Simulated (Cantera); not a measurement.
A perfectly stirred reactor is fed with 3.85 % C3H8, 19.2 % O2, 72.3 % N2, 4.62 % H2O, at 0.918 atm; it is adiabatic with a 450 K inlet, and is followed from long to short residence time, starting on the burning branch (τ in s: 0.47, 0.12, 0.031, 0.0078, 0.002, 0.00051, 0.00013, 3.3e-05, 8.5e-06).

Computed with Cantera and GRI-Mech 3.0 (53 species, 325 reactions). GRI-Mech 3.0 was tuned for natural gas; its chemistry of propane as a main component is partial and can be far from experiment.

One state of this run: T (K) = 2255; x C3H8 = 1.36e-7; x O2 = 0.00758; x H2O = 0.183; x H2 = 0.00482; x CH2 = 1.02e-7; x N2O = 1.33e-7. x: mole fraction; the columns are a selection and need not sum to one.

Question: Which value of τ (s) does it belong to?
A. 0.12
B. 0.00013
C. 0.00051
D. 0.031

Answer: A, 0.12
